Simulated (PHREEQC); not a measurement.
A solution holds 0.0064 mol CdSO4, 0.001 mol NaCl and 6.2e-05 mol FeSO4 per kg of water, at 20 °C. It is in equilibrium with CO2 at log p = -1 (atm). Otherwise closed; pH follows from the charge balance.

The numbers come from PHREEQC with the ion-association model, wateq4f.dat.

| quantity | before | after |
|---|---|---|
| pH | 4.42 | 4.41 |
| SO4-2 (mol/kgw) | 0.00441 | 0.00249 |
| Cd+2 (mol/kgw) | 0.00428 | 0.00235 |
| CdSO4 (mol/kgw) | 0.00183 | 0.000704 |
| Cl- (mol/kgw) | 0.000809 | 0.000874 |
| SI of Otavite (CdCO3) | -0.83 | -1.06 |
| SI of Siderite (FeCO3) | -3.99 | -3.94 |

Task: Which change was made?
A) 0.0088 mol/kgw HCl added
B) 0.00026 mol/kgw Na2SO4 added
C) CdSO4 from 0.0064 to 0.0032 mol/kgw
D) FeSO4 from 6.2e-05 to 6.82e-05 mol/kgw
E) CdSO4 from 0.0064 to 0.00704 mol/kgw

Result: C, CdSO4 from 0.0064 to 0.0032 mol/kgw

This is a speciation only: nothing precipitates in the calculation.
